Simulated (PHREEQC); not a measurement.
# Spent oxide etchant: speciation

Solution (25 °C): 0.0042 mol NH4HF2, 0.0023 mol (NH4)2SiF6 and 0.0011 mol H3BO3 per kg of water. Closed to the air; pH follows from the charge balance.

Equilibrium calculation in PHREEQC: ion-association model, phreeqc.dat.

Each row changes one thing in this solution. This is a speciation only: nothing precipitates in the calculation.

```csv
case,pH,ionic strength (mol/kgw),F- (mol/kgw),HF (mol/kgw),BF4- (mol/kgw),H3BO3 (mol/kgw)
as made,3.43,0.0115,0.00389,0.00192,0.000559,0.000357
temperature from 25 to 10 °C,3.40,0.0115,0.00382,0.00157,0.000638,0.000293
temperature from 25 to 45 °C,3.48,0.0113,0.00415,0.00267,0.000489,0.000406
NH4HF2 from 0.0042 to 0.00462 mol/kgw,3.43,0.0119,0.00422,0.00208,0.000627,0.000290
(NH4)2SiF6 replaced by NH4F at the same molality,3.65,0.00674,0.00590,0.00181,0.000592,0.000297
temperature from 25 to 90 °C,3.63,0.0102,0.00585,0.00664,0.000434,0.000382
NH4HF2 from 0.0042 to 0.00042 mol/kgw,3.27,0.00736,0.00178,0.00130,0.000181,0.000813
```

Some of these states are supersaturated (in Quartz (slow to form), Chalcedony (slow to form), for instance). At this temperature some constants are extrapolated from 25 °C, and those without enthalpy data are left unchanged. SiF6-2 is the database's only silicon fluoride. Real BF4- forms and hydrolyses slowly; the run takes it at equilibrium.
